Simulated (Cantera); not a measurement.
Charge: 1 mol BF₃, 0.74 mol NH₃, equilibrated at 602 °C and 0.133 bar.

These are equilibrium values from Cantera (NASA tables, ideal gas, pure condensed phases), not measurements of a reactor. Candidate condensed phases: B, BN; 31 gas species. Rates play no part.

What is the equilibrium state?


- x(H₂) = 0.442
- x(BF₃) = 0.400
- x(N₂) = 0.147
- x(HF) = 0.0106
- x(NH₃) = 2.24e-5
- x(BHF₂) = 1.09e-5
- n(BN(s)) = 0.00873 mol
- gas amount = 2.480 mol
- log10 activity of B(s) (absent) = -9.52
